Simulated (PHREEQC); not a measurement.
Synthetic water in mg/kgw, 20 °C, pH 5.89, pe 12.4: Na 0.452; K 1.04; Ca 1.59; Mg 1.77; Cl 5.38; S(6) as SO4 2.87; Alkalinity as HCO3 3.44; Cd 0.00582; F 0.0176.

Valence states are taken as typed.

Model: ion-association model, phreeqc.dat, run in PHREEQC.

| quantity | before | after |
|---|---|---|
| MgSO4 (mol/kgw) | 3.64e-7 | 2.79e-6 |
| CaSO4 (mol/kgw) | 1.65e-7 | 1.26e-6 |
| MgHCO3+ (mol/kgw) | 4.37e-8 | 3.60e-7 |
| CaHCO3+ (mol/kgw) | 2.43e-8 | 2.00e-7 |
| SI of Otavite (CdCO3) | -3.97 | -3.07 |
| SI of Gypsum (CaSO4:2H2O) | -4.43 | -3.55 |

**Question.** Name the change that produced these shifts.
A. temperature from 20 to 50 °C at the same typed pH
B. pH from 5.89 to 6.19 at the same alkalinity
C. all concentrations times 3 at the same typed pH

**Answer.** C, all concentrations times 3 at the same typed pH

This is a speciation only: nothing precipitates in the calculation.
